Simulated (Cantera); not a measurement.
## Low-pressure radical oxidation in H2/O2

An isothermal, constant-pressure homogeneous reactor starts with 21.4 % H2, 52.1 % O2, 26.6 % N2, at 1400 K and 2670 Pa.

Computed with Cantera and GRI-Mech 3.0 (53 species, 325 reactions). Radical loss at walls, strong at low pressure, is not modelled. The temperature is held fixed by assumption; the heat of reaction is taken as removed at once.

| t (s) | x H2 | x O2 | x NO | x H | x N2O | x OH | x H2O2 |
|---|---|---|---|---|---|---|---|
| 5.00e-6 | 0.214 | 0.521 | <1e-12 | 2.39e-8 | <1e-12 | 2.75e-9 | 1.02e-11 |
| 2.73e-5 | 0.214 | 0.521 | <1e-12 | 1.67e-7 | <1e-12 | 5.40e-8 | 3.00e-10 |
| 0.000150 | 0.213 | 0.521 | <1e-12 | 5.19e-5 | <1e-12 | 2.02e-5 | 8.43e-9 |
| 0.000818 | 0.0140 | 0.402 | 7.52e-7 | 0.0693 | 3.24e-9 | 0.0160 | 3.51e-7 |
| 0.00447 | 0.00972 | 0.425 | 4.23e-6 | 0.0342 | 4.56e-9 | 0.0137 | 4.02e-7 |
| 0.0245 | 0.00119 | 0.458 | 6.05e-6 | 0.00125 | 1.18e-8 | 0.00495 | 2.27e-7 |
| 0.134 | 4.32e-5 | 0.463 | 6.10e-6 | 8.54e-6 | 2.15e-8 | 0.000952 | 3.82e-8 |
| 0.731 | 3.58e-6 | 0.463 | 6.10e-6 | 2.06e-7 | 2.05e-8 | 0.000275 | 6.90e-9 |
| 4.00 | 1.01e-6 | 0.463 | 6.10e-6 | 3.12e-8 | 7.56e-9 | 0.000147 | 3.03e-9 |
x: mole fraction; the columns are a selection and need not sum to one.

Equilibrium at this temperature and pressure: H2 9.78e-7, O2 0.463, NO 0.000664, H 2.97e-8, N2O 4.23e-9, OH 0.000144, H2O2 2.97e-9 (gas phase only).
